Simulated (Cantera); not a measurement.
A perfectly stirred reactor is fed with 25.0 % CH4, 45.0 % H2O, 30.0 % H2, at 0.280 bar; it is held at 1523 K, and followed from long to short residence time.

Detailed kinetics in Cantera: GRI-Mech 3.0 (53 species, 325 reactions).

x: mole fraction; the columns are a selection and need not sum to one.

| τ (s) | x CH4 | x H2O | x H2 | x H | x CO | x C2H2 | x CH2O |
|---|---|---|---|---|---|---|---|
| 4.0 | 0.0831 | 0.350 | 0.489 | 2.59e-5 | 0.0212 | 0.0495 | 3.15e-7 |
| 1.3 | 0.126 | 0.393 | 0.428 | 2.18e-5 | 0.00684 | 0.0430 | 5.49e-7 |
| 0.40 | 0.179 | 0.422 | 0.369 | 1.83e-5 | 0.00161 | 0.0259 | 8.54e-7 |
| 0.13 | 0.218 | 0.438 | 0.331 | 1.60e-5 | 0.000344 | 0.0113 | 1.10e-6 |
| 0.041 | 0.238 | 0.446 | 0.310 | 1.48e-5 | 6.99e-5 | 0.00335 | 1.20e-6 |
| 0.013 | 0.246 | 0.449 | 0.303 | 1.37e-5 | 1.55e-5 | 0.000634 | 1.10e-6 |
| 0.0042 | 0.249 | 0.450 | 0.301 | ___ | ___ | ___ | ___ |
| 0.0013 | 0.250 | 0.450 | 0.300 | 8.41e-6 | 2.14e-7 | 2.19e-6 | 2.59e-7 |
| 0.00043 | 0.250 | 0.450 | 0.300 | 4.54e-6 | 5.03e-9 | 3.71e-8 | 3.39e-8 |
| 0.00014 | 0.250 | 0.450 | 0.300 | ___ | 3.53e-11 | 3.45e-10 | ___ |

Q: What belongs in the gaps?

A: 
- 0.0042, x H: 1.19e-5
- 0.0042, x CO: 2.88e-6
- 0.0042, x C2H2: 6.32e-5
- 0.0042, x CH2O: 7.63e-7
- 0.00014, x H: 1.80e-6
- 0.00014, x CH2O: 1.80e-9
